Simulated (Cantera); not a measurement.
Charge: 1 mol C3H6, 0.17 mol CO2, 0.88 mol H2, equilibrated at 1725 K and 10.0 mbar.

Equilibrium computed with Cantera from the NASA thermochemical tables; the gas is ideal and each condensed phase is pure. Candidate condensed phases: C, C6H6, C7H8, C8H18, H2O; 110 gas species. Equilibrium is a limit: real reactors are often held back by kinetics, nucleation or transport.

Base state: H2 0.918, CO 0.0805, H 0.00178, C2H2 (acetylene) 8.45e-5 (mole fractions); condensed: C(graphite).

### Question
What changes in the equilibrium state with this change: pressure from 10.0 mbar to 1.33 mbar?

### Answer
| species | before | after |
|---|---|---|
| H2 | 0.918 | 0.915 |
| CO | 0.0805 | 0.0804 |
| H | 0.00178 | 0.00486 |
| C2H2 (acetylene) | 8.45e-5 | 8.43e-5 |
| C(graphite), mol | 2.83 | 2.83 |
